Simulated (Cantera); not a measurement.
An isothermal, constant-pressure homogeneous reactor starts with CH4 : H2 : N2 = 0.032 : 1 : 0.00026 (molar parts), at 1700 K and 10.00 Torr. Integrator tolerance rtol = 1e-08.

Model: GRI-Mech 3.0 (53 species, 325 reactions), integrated in Cantera. GRI-Mech 3.0 stops at C3 and has no aromatics, soot or wall deposition, so with more carbon than oxygen in the feed, carbon stays in small species such as C2H2 where larger ones or solid carbon would form. Radical loss at walls, strong at low pressure, is not modelled.

Problem. What does this change do: temperature 1700 to 1800 K?

Solution. 
```tsv
quantity	before	after
x(CH4) at 20.0 s	0.000853 (gas-phase equilibrium 0.000200)	0.000156 (gas-phase equilibrium 9.08e-5)
x(H2) at 20.0 s	0.983 (gas-phase equilibrium 0.983)	0.982 (gas-phase equilibrium 0.982)
x(C2H) at 20.0 s	1.05e-7 (gas-phase equilibrium 1.06e-7)	4.11e-7 (gas-phase equilibrium 4.07e-7)
x(C2H6) at 20.0 s	3.15e-9 (gas-phase equilibrium 2.76e-10)	1.78e-10 (gas-phase equilibrium 7.59e-11)
x(CH3) at 20.0 s	2.23e-5 (gas-phase equilibrium 5.25e-6)	9.88e-6 (gas-phase equilibrium 5.77e-6)
```
